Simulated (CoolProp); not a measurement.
Vapour-liquid equilibrium of dimethyl ether (1) + n-hexane (2) at 75.95 °C; x and y are mole fractions of (1).

Computed with CoolProp (multi-fluid Helmholtz-energy mixture model, Wu 2011 and Thol 2019; pair parameters Bell 2016).

Question: Give the bubble pressure and the first vapour's composition at x = 0.25, 0.75, 0.85. Is there an azeotrope?

Answer: x = 0.25: 0.6349 MPa, y = 0.819; x = 0.75: 1.523 MPa, y = 0.957; x = 0.85: 1.715 MPa, y = 0.973. No azeotrope shows between x = 0.05 and 0.95.

Pair parameters are fitted to limited data, so mixtures are less certain than the pure fluids. The gap from Raoult's law changes sign with composition, which may be real or a fault of the pair parameters; it wasn't checked against measurements.
